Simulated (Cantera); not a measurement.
Charge: 1 mol PH3, 0.89 mol H2O, 0.053 mol O2, at 2100 Pa.

Equilibrium computed with Cantera from the NASA thermochemical tables; the gas is ideal and each condensed phase is pure. Candidate condensed phases: H2O, P, P4O10; 17 gas species. Gases not in the tables: HPO2, HPO3 and P4O6. Equilibrium is a limit: real reactors are often held back by kinetics, nucleation or transport.

x: gas mole fraction; nothing condenses.

```json
[
 {"T (K)": "1698", "x H2": "0.605", "x PO": "0.0684", "x H2O": "0.177", "x P2": "0.109", "x H": "0.000776", "x PO2": "0.0403"},
 {"T (K)": "1748", "x H2": "0.614", "x PO": "?", "x H2O": "?", "x P2": "0.102", "x H": "?", "x PO2": "0.0402"},
 {"T (K)": "1798", "x H2": "0.622", "x PO": "0.0937", "x H2O": "0.148", "x P2": "0.0945", "x H": "0.00192", "x PO2": "0.0396"},
 {"T (K)": "1848", "x H2": "0.629", "x PO": "0.107", "x H2O": "0.135", "x P2": "0.0874", "x H": "0.00290", "x PO2": "0.0384"},
 {"T (K)": "1898", "x H2": "0.635", "x PO": "0.120", "x H2O": "0.124", "x P2": "0.0806", "x H": "0.00430", "x PO2": "0.0368"},
 {"T (K)": "1948", "x H2": "0.639", "x PO": "0.132", "x H2O": "0.112", "x P2": "0.0740", "x H": "0.00623", "x PO2": "0.0349"},
 {"T (K)": "1998", "x H2": "0.643", "x PO": "0.144", "x H2O": "0.102", "x P2": "0.0678", "x H": "0.00888", "x PO2": "0.0328"},
 {"T (K)": "2048", "x H2": "0.645", "x PO": "0.156", "x H2O": "?", "x P2": "?", "x H": "?", "x PO2": "0.0306"},
 {"T (K)": "2098", "x H2": "0.646", "x PO": "0.166", "x H2O": "0.0844", "x P2": "0.0564", "x H": "0.0171", "x PO2": "0.0284"},
 {"T (K)": "2148", "x H2": "0.644", "x PO": "0.176", "x H2O": "0.0766", "x P2": "0.0512", "x H": "0.0231", "x PO2": "0.0262"},
 {"T (K)": "2198", "x H2": "0.641", "x PO": "0.185", "x H2O": "0.0695", "x P2": "0.0463", "x H": "0.0308", "x PO2": "0.0240"},
 {"T (K)": "2248", "x H2": "0.636", "x PO": "0.192", "x H2O": "0.0630", "x P2": "0.0417", "x H": "0.0404", "x PO2": "0.0220"}
]
```

Problem. Fill in the missing entries.

Solution. 
- 1748, x PO: 0.0809
- 1748, x H2O: 0.162
- 1748, x H: 0.00123
- 2048, x H2O: 0.0930
- 2048, x P2: 0.0619
- 2048, x H: 0.0124
